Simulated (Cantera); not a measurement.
## Adiabatic ignition

An adiabatic, constant-pressure homogeneous reactor starts with H2 : O2 : N2 = 1 : 0.505 : 1.9 (molar parts), at 1198 K and 0.701 atm.

Cantera simulation using GRI-Mech 3.0 (53 species, 325 reactions); the numbers are that mechanism's predictions, not measurements.

```json
[
 {"t (s)": "1.00e-6", "T (K)": "1198", "x H2": "0.294", "x O2": "0.148", "x NO": "<1e-12", "x H": "2.05e-9", "x NO2": "<1e-12", "x H2O": "1.61e-10"},
 {"t (s)": "3.98e-6", "T (K)": "1198", "x H2": "0.294", "x O2": "0.148", "x NO": "<1e-12", "x H": "1.15e-8", "x NO2": "<1e-12", "x H2O": "5.28e-9"},
 {"t (s)": "1.58e-5", "T (K)": "1198", "x H2": "0.294", "x O2": "0.148", "x NO": "<1e-12", "x H": "3.68e-7", "x NO2": "<1e-12", "x H2O": "4.27e-7"},
 {"t (s)": "6.31e-5", "T (K)": "1412", "x H2": "0.144", "x O2": "0.0846", "x NO": "6.81e-7", "x H": "0.0758", "x NO2": "4.39e-11", "x H2O": "0.111"},
 {"t (s)": "0.000251", "T (K)": "2561", "x H2": "0.0490", "x O2": "0.0204", "x NO": "0.000237", "x H": "0.0256", "x NO2": "2.53e-8", "x H2O": "0.249"},
 {"t (s)": "0.00100", "T (K)": "2729", "x H2": "0.0418", "x O2": "0.0158", "x NO": "0.00211", "x H": "0.0155", "x NO2": "3.48e-7", "x H2O": "0.267"},
 {"t (s)": "0.00398", "T (K)": "2723", "x H2": "0.0426", "x O2": "0.0145", "x NO": "0.00639", "x H": "0.0153", "x NO2": "1.01e-6", "x H2O": "0.267"},
 {"t (s)": "0.0158", "T (K)": "2722", "x H2": "0.0429", "x O2": "0.0141", "x NO": "0.00759", "x H": "0.0153", "x NO2": "1.19e-6", "x H2O": "0.267"},
 {"t (s)": "0.0631", "T (K)": "2722", "x H2": "0.0429", "x O2": "0.0141", "x NO": "0.00759", "x H": "0.0153", "x NO2": "1.19e-6", "x H2O": "0.267"},
 {"t (s)": "0.251", "T (K)": "2722", "x H2": "0.0429", "x O2": "0.0141", "x NO": "0.00759", "x H": "0.0153", "x NO2": "1.19e-6", "x H2O": "0.267"},
 {"t (s)": "1.00", "T (K)": "2722", "x H2": "0.0429", "x O2": "0.0141", "x NO": "0.00759", "x H": "0.0153", "x NO2": "1.19e-6", "x H2O": "0.267"}
]
```
x: mole fraction; the columns are a selection and need not sum to one.

* **time of steepest temperature rise**: 64.0 µs
* **temperature at 1.00 s**: 2722 K
* **equilibrium temperature**: 2722 K
* **x(H2) at 1.00 s**: 0.0429 (gas-phase equilibrium 0.0429)
* **x(O2) at 1.00 s**: 0.0141 (gas-phase equilibrium 0.0141)
* **x(NO) at 1.00 s**: 0.00759 (gas-phase equilibrium 0.00759)
